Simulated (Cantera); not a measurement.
A perfectly stirred reactor is fed with CH₄ : N₂ = 1 : 6 (molar parts), at 0.0132 atm; it is held at 1875 K, and followed from long to short residence time.

Model: GRI-Mech 3.0 (53 species, 325 reactions), integrated in Cantera. GRI-Mech 3.0 stops at C3 and has no aromatics, soot or wall deposition, so with more carbon than oxygen in the feed, carbon stays in small species such as C2H2 where larger ones or solid carbon would form. Radical loss at walls, strong at low pressure, is not modelled.

| quantity | before | after |
|---|---|---|
| x(CH₄) at τ = 29.0 s | 0.000845 | 0.000175 |
| x(C₂H) at τ = 29.0 s | 6.53e-6 | 1.52e-6 |
| x(C₂H₂) at τ = 29.0 s | 0.0609 | 0.00932 |
| x(C₂H₆) at τ = 29.0 s | 1.88e-8 | 1.93e-9 |
| x(C₂H₄) at τ = 29.0 s | 4.30e-6 | 8.14e-7 |
| x(CH₄) at τ = 0.190 s | 0.0300 | 0.00660 |
| x(C₂H) at τ = 0.190 s | 1.90e-6 | 4.43e-7 |
| x(C₂H₂) at τ = 0.190 s | 0.0478 | 0.00662 |
| x(C₂H₆) at τ = 0.190 s | 4.66e-6 | 3.86e-7 |
| x(C₂H₄) at τ = 0.190 s | 0.000664 | 0.000204 |

Which change was made?
A. CH4 1 to 2.4 parts
B. N2 6 to 1.9 parts
C. pressure from 0.0132 atm to 0.987 atm
D. CH4 1 to 0.13 parts

D, CH4 1 to 0.13 parts
